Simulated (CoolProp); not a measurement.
Vapour-liquid equilibrium of propylene (1) + R22 (2) at 0.695 bar; x and y are mole fractions of (1).

The numbers come from the multi-fluid Helmholtz-energy mixture model, Lemmon 2013 and Kamei 1995; pair parameters Bell 2016 in CoolProp.

```
x      bubble temperature, mixture model (°C)  bubble temperature, Raoult's law (°C)  y, mixture model  y, Raoult's law
-----  --------------------------------------  -------------------------------------  ----------------  ---------------
0.05                                    -49.6                                  -48.9             0.097            0.069
0.125                                   -50.9                                  -49.5             0.217            0.167
0.2                                     -52.0                                  -50.1             0.314            0.260
0.275                                   -52.8                                  -50.6             0.395            0.349
0.35                                    -53.5                                  -51.2             0.465            0.433
0.425                                   -54.1                                  -51.7             0.529            0.512
0.5                                     -54.5                                  -52.3             0.587            0.587
0.575                                   -54.9                                  -52.8             0.643            0.659
0.65                                    -55.2                                  -53.3             0.699            0.727
0.725                                   -55.4                                  -53.8             0.755            0.791
0.8                                     -55.6                                  -54.3             0.814            0.852
0.875                                   -55.7                                  -54.8             0.878            0.910
0.95                                    -55.6                                  -55.3             0.948            0.965
```

The largest gap from Raoult's law is -2.4 K in bubble temperature, at x = 0.425. y crosses x between x = 0.875 and 0.95: the model has an azeotrope there.

Pair parameters are fitted to limited data, so mixtures are less certain than the pure fluids.
